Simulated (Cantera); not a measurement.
Mixture: CH4 : O2 : N2 = 1 : 3.17 : 8.89 (molar parts), at 0.612 atm, adiabatic and at constant volume. Ignition delay is the time to a rise of 400 K.

Cantera simulation using GRI-Mech 3.0 (53 species, 325 reactions); the numbers are that mechanism's predictions, not measurements.

Q: Predict: delay at 1050 K; delay at 1200 K; delay at 1350 K; delay at 1500 K; delay at 1650 K; apparent activation energy between 1500 and 1650 K.

A: 
* **delay at 1050 K**: 0.443 s
* **delay at 1200 K**: 39.9 ms
* **delay at 1350 K**: 5.40 ms
* **delay at 1500 K**: 1.13 ms
* **delay at 1650 K**: 0.347 ms
* **apparent activation energy between 1500 and 1650 K**: 160 kJ/mol
